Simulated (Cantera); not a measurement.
Cantera run, input and output.

```python
import numpy as np
import cantera as ct

gas = ct.Solution("gri30.yaml")
gas.TPX = 2200, 30000, {'CH4': 1, 'CO2': 0.45, 'H2': 0.23}
reactor = ct.IdealGasConstPressureReactor(gas, energy="off", clone=False)
net = ct.ReactorNet([reactor])
net.rtol, net.atol = 1e-08, 1e-18
show = ['CH4', 'CO2', 'H2', 'H2O', 'H', 'CH2O']
times = np.geomspace(0.0005, 200, 10)

steps = ct.SolutionArray(gas, extra=["t"])
rows = []
print(f"{'t/s':>10s}{'T/K':>9s}{'P/Pa':>11s}" + "".join(f"{s:>11s}" for s in show))
for t in times:
    while net.time < t:
        t_next = net.step()
        steps.append(gas.state, t=t_next)
    rows.append([np.interp(t, steps.t, y) for y in (steps.T, steps.P, *steps(*show).X.T)])
    print(f"{t:10.3e}{rows[-1][0]:9.1f}{rows[-1][1]:11.4g}" + "".join(f"{x:11.3e}" for x in rows[-1][2:]))
rate = np.gradient(steps.T, steps.t)
print("integrator steps:", len(steps.t))
if steps.T.max() > steps.T[0] + 200:
    print(f"time of steepest temperature rise: {steps.t[rate.argmax()]:.4e} s")
gas.TPX = 2200, 30000, {'CH4': 1, 'CO2': 0.45, 'H2': 0.23}
gas.equilibrate("TP")
print(f"equilibrium (TP): T = {gas.T:.1f} K  " + "  ".join(f"{s} {gas[s].X[0]:.3e}" for s in show))
```

Output:

```
       t/s      T/K       P/Pa        CH4        CO2         H2        H2O          H       CH2O
 5.000e-04   2200.0      3e+04  2.116e-02  3.689e-02  5.075e-01  1.094e-01  5.235e-03  1.672e-05
 2.096e-03   2200.0      3e+04  7.823e-03  6.543e-03  5.391e-01  8.327e-02  6.459e-03  4.618e-06
 8.788e-03   2200.0      3e+04  3.558e-03  1.638e-03  5.987e-01  1.865e-02  7.395e-03  4.635e-07
 3.684e-02   2200.0      3e+04  4.555e-04  1.106e-05  6.174e-01  1.231e-04  8.112e-03  2.176e-08
 1.544e-01   2200.0      3e+04  2.222e-04  3.531e-08  6.177e-01  4.017e-07  8.142e-03  2.136e-08
 6.475e-01   2200.0      3e+04  2.222e-04  3.531e-08  6.177e-01  4.017e-07  8.142e-03  2.136e-08
 2.714e+00   2200.0      3e+04  2.222e-04  3.531e-08  6.177e-01  4.017e-07  8.142e-03  2.136e-08
 1.138e+01   2200.0      3e+04  2.222e-04  3.531e-08  6.177e-01  4.017e-07  8.142e-03  2.136e-08
 4.771e+01   2200.0      3e+04  2.222e-04  3.531e-08  6.177e-01  4.017e-07  8.142e-03  2.136e-08
 2.000e+02   2200.0      3e+04  2.222e-04  3.531e-08  6.177e-01  4.017e-07  8.142e-03  2.136e-08
integrator steps: 1528
equilibrium (TP): T = 2200.0 K  CH4 2.226e-04  CO2 3.541e-08  H2 6.177e-01  H2O 4.028e-07  H 8.142e-03  CH2O 2.136e-08
```

Cantera simulation using GRI-Mech 3.0 (53 species, 325 reactions); the numbers are that mechanism's predictions, not measurements. GRI-Mech 3.0 stops at C3 and has no aromatics, soot or wall deposition, so with more carbon than oxygen in the feed, carbon stays in small species such as C2H2 where larger ones or solid carbon would form.
